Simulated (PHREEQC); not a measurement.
Make-up at 25 °C: 0.0062 mol/kgw HBr, 2.4e-05 mol/kgw CuSO4 and 0.0024 mol/kgw KCl. Closed to the air; pH follows from the charge balance.

The numbers come from PHREEQC with the ion-association model, wateq4f.dat.

```json
{
  "pH": "2.25",
  "ionic_strength": "0.00868 mol/kgw",
  "total_alkalinity": "-6.20 meq/kg"
}
```

```json
[
 {"species": "Br-", "molality": "0.00620", "activity": "0.00563", "log γ": "-0.042"},
 {"species": "H+", "molality": "0.00619", "activity": "0.00568", "log γ": "-0.037"},
 {"species": "Cl-", "molality": "0.00240", "activity": "0.00217", "log γ": "-0.043"},
 {"species": "K+", "molality": "0.00240", "activity": "0.00217", "log γ": "-0.043"},
 {"species": "Cu+2", "molality": "2.39e-5", "activity": "1.65e-5", "log γ": "-0.161"},
 {"species": "SO4-2", "molality": "1.68e-5", "activity": "1.15e-5", "log γ": "-0.165"},
 {"species": "HSO4-", "molality": "6.98e-6", "activity": "6.34e-6", "log γ": "-0.042"},
 {"species": "KSO4-", "molality": "1.93e-7", "activity": "1.75e-7", "log γ": "-0.041"},
 {"species": "CuCl+", "molality": "1.06e-7", "activity": "9.65e-8", "log γ": "-0.042"},
 {"species": "CuSO4", "molality": "3.85e-8", "activity": "3.86e-8", "log γ": "0.001"}
]
```

This is a speciation only: nothing precipitates in the calculation.
